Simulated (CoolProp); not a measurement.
Vapour-liquid equilibrium of acetone (1) + cyclohexane (2) at 196.75 °C; x and y are mole fractions of (1).

Values from CoolProp's multi-fluid Helmholtz-energy mixture model, Lemmon 2006 and Zhou 2014; pair parameters Bell 2016.

| x | bubble pressure (bar) | y at the bubble point | dew pressure at overall composition x (bar) | liquid density (mol/L) |
|---|---|---|---|---|
| 0.05 | 14.82 | 0.143 | 13.44 | 6.940 |
| 0.125 | 17.28 | 0.279 | 14.54 | 6.981 |
| 0.2 | 19.21 | 0.370 | 15.79 | ? |
| 0.275 | 20.76 | 0.439 | ? | 7.080 |
| 0.35 | ? | 0.496 | 18.76 | 7.145 |
| 0.425 | 23.13 | ? | ? | 7.228 |
| 0.5 | 24.05 | 0.597 | 22.12 | 7.333 |
| 0.575 | 24.84 | 0.647 | 23.65 | 7.468 |
| 0.65 | ? | 0.698 | 24.88 | 7.638 |
| 0.725 | 25.98 | 0.753 | 25.75 | 7.849 |
| 0.8 | 26.31 | 0.812 | 26.26 | 8.105 |
| 0.875 | 26.44 | ? | 26.44 | 8.409 |
| 0.95 | 26.36 | 0.947 | 26.36 | ? |

What belongs in the gaps?


- 0.2, liquid density (mol/L): 7.026
- 0.275, dew pressure at overall composition x (bar): 17.20
- 0.35, bubble pressure (bar): 22.04
- 0.425, y at the bubble point: 0.548
- 0.425, dew pressure at overall composition x (bar): 20.44
- 0.65, bubble pressure (bar): 25.49
- 0.875, y at the bubble point: 0.876
- 0.95, liquid density (mol/L): 8.761

y crosses x between x = 0.875 and 0.95: the model has an azeotrope there.

Pair parameters are fitted to limited data, so mixtures are less certain than the pure fluids.
